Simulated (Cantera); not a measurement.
N2O furnace oxynitridation

An isothermal, constant-pressure homogeneous reactor starts with N2O : O2 = 1 : 0.47 (molar parts), at 1125 K and 19000 Pa.

Cantera simulation using GRI-Mech 3.0 (53 species, 325 reactions); the numbers are that mechanism's predictions, not measurements. GRI-Mech 3.0 was tuned for natural gas; its chemistry of N2O as a main component is partial and can be far from experiment. The mechanism lacks the step 2 NO + O2 → 2 NO2, which can matter for NO2 below about 1400 K. The temperature is held fixed by assumption; the heat of reaction is taken as removed at once.

```csv
t (s),x N2O,x O2,x NO,x O,x NO2,x N2
3.00e-6,0.680,0.320,9.78e-11,2.53e-8,<1e-12,2.65e-8
1.15e-5,0.680,0.320,1.37e-9,9.03e-8,<1e-12,1.08e-7
4.40e-5,0.680,0.320,1.70e-8,2.69e-7,<1e-12,4.82e-7
0.000169,0.680,0.320,1.49e-7,4.87e-7,<1e-12,2.35e-6
0.000646,0.680,0.320,7.76e-7,5.19e-7,2.73e-12,1.03e-5
0.00248,0.680,0.320,3.20e-6,5.19e-7,4.63e-11,4.06e-5
0.00949,0.680,0.320,1.25e-5,5.19e-7,6.98e-10,0.000157
0.0363,0.679,0.320,4.80e-5,5.19e-7,9.93e-9,0.000603
0.139,0.677,0.320,0.000183,5.19e-7,1.26e-7,0.00230
0.533,0.668,0.322,0.000696,5.18e-7,1.15e-6,0.00876
2.04,0.635,0.330,0.00258,5.15e-7,6.06e-6,0.0325
7.83,0.526,0.354,0.00872,5.04e-7,2.25e-5,0.110
30.0,0.276,0.411,0.0225,4.53e-7,6.02e-5,0.291
```
x: mole fraction; the columns are a selection and need not sum to one.

Equilibrium at this temperature and pressure: N2O 3.38e-9, O2 0.492, NO 0.000131, O 7.48e-9, NO2 2.17e-6, N2 0.508 (gas phase only).
